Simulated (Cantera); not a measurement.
A Cantera script and what it prints.

```python
import numpy as np
import cantera as ct

gas_names = [...]  # 110 gases of nasa_gas.yaml made of C, H, O
cond_names = """
    C(gr) C6H6(L) C7H8(L) C8H18(L),n-octa H2O(s) H2O(L)
""".split()


# ... load() reads the species with a 1 bar reference pressure and builds the phases ...
atoms = {
    'acetone': {'C': 3, 'H': 6, 'O': 1},
    'H2': {'H': 2},
}
top_T = {'C(gr)': 4500}  # K; cautious upper limits of use, not melting points


# ... equilibrate(T, P, feed) seeds the gas with the atoms and calls Mixture.equilibrate('TP', solver="vcs", rtol=1e-11, max_steps=5000) ...
results = []
feed = {'acetone': 1, 'H2': 15}  # mol
T = 2000  # K
for P in [10, 46, 220, 1000, 4600, 22000, 100000, 460000, 2200000, 10000000]:
    mix = equilibrate(T, P, feed)
    results.append((T, P, feed, dict(zip(mix.species_names, mix.species_moles))))

top = {s: max(r[3][s] / sum(r[3][g] for g in gas_names) for r in results) for s in gas_names}
cols = sorted((s for s in top if top[s] > 1e-06), key=lambda s: -top[s])[:6]
seen = [c for c in cond_names if any(r[3].get(c, 0) > 1e-12 for r in results)]
print("log10 of partial pressures in bar; condensed amounts in mol")
print(f"{'P/Pa':>10s}" + "".join(f"{s[:9]:>10s}" for s in cols + seen))
for T, P, feed, n in results:
    ng = sum(n[g] for g in gas_names)
    print(f"{P:10.4g}" + "".join(f"{np.log10(max(n[s] / ng * P / 1e5, 1e-99)):10.3f}" for s in cols)
          + "".join(f"{n.get(c, 0):10.4g}" for c in seen))
```

Output:

```
log10 of partial pressures in bar; condensed amounts in mol
      P/Pa        H2         H        CO       CH4 C2H2,acet       H2O     C(gr)
        10    -4.094    -4.836    -5.312   -11.561    -7.209   -13.337     1.975
        46    -3.394    -4.486    -4.632   -10.160    -6.509   -11.957     1.973
       220    -2.696    -4.137    -3.944    -8.765    -5.811   -10.571     1.973
      1000    -2.031    -3.804    -3.282    -7.434    -5.145    -9.244     1.972
      4600    -1.364    -3.471    -2.618    -6.101    -4.479    -7.913     1.972
   2.2e+04    -0.683    -3.130    -1.937    -4.738    -3.797    -6.551     1.971
     1e+05    -0.025    -2.801    -1.279    -3.422    -3.139    -5.235     1.965
   4.6e+05     0.638    -2.470    -0.616    -2.097    -2.477    -3.909     1.939
   2.2e+06     1.314    -2.132     0.066    -0.743    -1.800    -2.550     1.816
     1e+07     1.959    -1.810     0.732     0.545    -1.156    -1.241     1.323
```

Cantera equilibrium calculation (NASA polynomials, part measured and part estimated; ideal gas, pure solids and liquids). The feed counts by its element totals alone. The ideal-gas law is rough above about 30 bar.
